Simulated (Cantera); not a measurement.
A closed system holds: 1 mol LiOH, 2.6 mol H₂, 0.16 mol O₂, at 948.15 K and 2.80 mbar.

Cantera equilibrium calculation (NASA polynomials, part measured and part estimated; ideal gas, pure solids and liquids). Candidate condensed phases: H₂O, Li, LiH, LiOH, Li₂O; 17 gas species. Kinetics and transport are ignored.

Base state: H₂ 0.735, H₂O 0.264, LiOH 6.28e-5 (mole fractions); condensed: Li₂O(s).

Task: What changes in the equilibrium state with this change: temperature from 948.15 K to 1900 K?

Result: 
| species | before | after |
|---|---|---|
| H₂ | 0.735 | 0.527 |
| H₂O | 0.264 | 0.202 |
| LiOH | 6.28e-5 | 0.140 |
| Li | 5.14e-9 | 0.119 |
| H | 8.54e-9 | 0.0109 |
| Li₂O | <1e-9 | 0.000484 |
| OH | <1e-9 | 0.000343 |
| Li₂O(s), mol | 0.500 | 0 |
